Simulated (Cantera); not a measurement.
A closed system holds: 1 mol MgF2, 98 mol H2, equilibrated at 1350 K and 13.3 mbar.

Equilibrium computed with Cantera from the NASA thermochemical tables; the gas is ideal and each condensed phase is pure. Candidate condensed phases: Mg, MgF2; 17 gas species. Rates play no part.

Base state: H2 0.998, HF 0.00118, Mg 0.000580, MgF2 0.000150, MgF 2.07e-5, H 2.06e-5 (mole fractions); condensed: MgF2(s).

Task: What changes in the equilibrium state with this change: temperature from 1350 K to 1723.15 K?

Result: 
| species | before | after |
|---|---|---|
| H2 | 0.998 | 0.971 |
| HF | 0.00118 | 0.0175 |
| Mg | 0.000580 | 0.00849 |
| H | 2.06e-5 | 0.00156 |
| MgF | 2.07e-5 | 0.000538 |
| MgH | 5.78e-7 | 1.23e-5 |
| MgF2(s), mol | 0.926 | 0 |
The tables' values for MgH are old estimates; treat these amounts as uncertain.
